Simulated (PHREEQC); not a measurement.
Solution (20 °C): 0.015 mol CuSO4, 0.006 mol ZnCl2, 0.07 mol HCl and 0.00012 mol NaCl per kg of water. Closed to the air; pH follows from the charge balance.

Equilibrium calculation in PHREEQC: ion-association model, wateq4f.dat.

```
quantity                          before    after
-------------------------------  -------  -------
pH                                  1.30     1.33
ionic strength (mol/kgw)           0.120    0.108
Cu+2 (mol/kgw)                    0.0127   0.0100
HSO4- (mol/kgw)                  0.00864   0.0118
Zn+2 (mol/kgw)                   0.00500  0.00413
SO4-2 (mol/kgw)                  0.00427  0.00215
SI of Chalcanthite (CuSO4:5H2O)    -2.48    -3.07
SI of Goslarite (ZnSO4:7H2O)       -3.55    -4.30
```

Task: What was changed between the two runs?
(A) temperature from 20 to 65 °C
(B) CuSO4 from 0.015 to 0.003 mol/kgw
(C) temperature from 20 to 10 °C
(D) 0.0059 mol/kgw KCl added

Result: A, temperature from 20 to 65 °C

Precipitation was switched off in this run. At this temperature some constants are extrapolated from 25 °C, and those without enthalpy data are left unchanged.
